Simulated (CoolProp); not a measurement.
Computed with CoolProp (reference Helmholtz-energy equation of state, Rui 2013).

Problem. For R236EA, give the phase and the speed of sound (m/s), isothermal compressibility (1/MPa), Prandtl number at 412 K and 3.37 bar; 412 K and 6.93 bar.

Solution. 
- 412 K and 3.37 bar: gas; speed of sound 150, isothermal compressibility 3.08, Prandtl number 0.679
- 412 K and 6.93 bar: gas; speed of sound 144, isothermal compressibility 1.56, Prandtl number 0.695

Viscosity comes from a separate model (Huber 2003), an estimate that may be off by 10 % or more. Thermal conductivity comes from a separate model (Huber 2003), an estimate that may be off by 10 % or more.
